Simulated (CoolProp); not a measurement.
Computed with CoolProp (reference Helmholtz-energy equation of state, Lemmon 2022).

Task: Give the vapour pressure (bar), vapour density (kg/m³), liquid cp (kJ/(kg K)), vapour viscosity (µPa s) of saturated R1234yf at 190.6, 196.8, 202.9 K.

Result: 
```json
[
 {"T (K)": "190.6", "p (bar)": "0.0446", "vapour density (kg/m³)": "0.323", "liquid cp (kJ/(kg K))": "1.12", "vapour viscosity (µPa s)": "7.82"},
 {"T (K)": "196.8", "p (bar)": "0.0713", "vapour density (kg/m³)": "0.500", "liquid cp (kJ/(kg K))": "1.13", "vapour viscosity (µPa s)": "8.08"},
 {"T (K)": "202.9", "p (bar)": "0.109", "vapour density (kg/m³)": "0.746", "liquid cp (kJ/(kg K))": "1.14", "vapour viscosity (µPa s)": "8.34"}
]
```

Viscosity comes from a separate model (Bell 2016), an estimate that may be off by 10 % or more.
